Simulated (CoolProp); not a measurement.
n-dodecane along the isotherm 620 K: fugacity coefficient from the reference equation and from simpler models built on Tc = 658.1 K, pc = 1.818 MPa, ω = 0.574; each cubic takes its own stable root.

The numbers come from the reference Helmholtz-energy equation of state, Lemmon 2004 in CoolProp. It is a short technical equation, of lower accuracy than the large ones.

```tsv
p (MPa)	phase	reference	van der Waals	Redlich-Kwong	Soave-Redlich-Kwong	Peng-Robinson
0.606	gas	0.8368	0.8863	0.8677	0.8597	0.8484
1.21	liquid	0.6435	0.7706	0.7363	0.6863	0.6667
1.82	liquid	0.4480	0.6007	0.5386	0.4842	0.4673
2.42	liquid	0.3522	0.4883	0.4301	0.3852	0.3694
3.03	liquid	0.2940	0.4204	0.3641	0.3250	0.3098
3.64	liquid	0.2557	0.3762	0.3206	0.2854	0.2705
4.24	liquid	0.2289	0.3461	0.2904	0.2580	0.2431
4.85	liquid	0.2088	0.3242	0.2678	0.2375	0.2225
5.45	liquid	0.1937	0.3083	0.2509	0.2221	0.2070
6.06	liquid	0.1816	0.2963	0.2375	0.2099	0.1946
6.66	liquid	0.1720	0.2876	0.2271	0.2005	0.1849
7.27	liquid	0.1642	0.2811	0.2187	0.1928	0.1769
7.88	liquid	0.1577	0.2765	0.2119	0.1866	0.1703
8.48	liquid	0.1525	0.2734	0.2065	0.1816	0.1650
9.09	liquid	0.1481	0.2716	0.2021	0.1776	0.1605
```

At some of these states van der Waals, Redlich-Kwong gives the other phase, because its saturation line lies elsewhere.
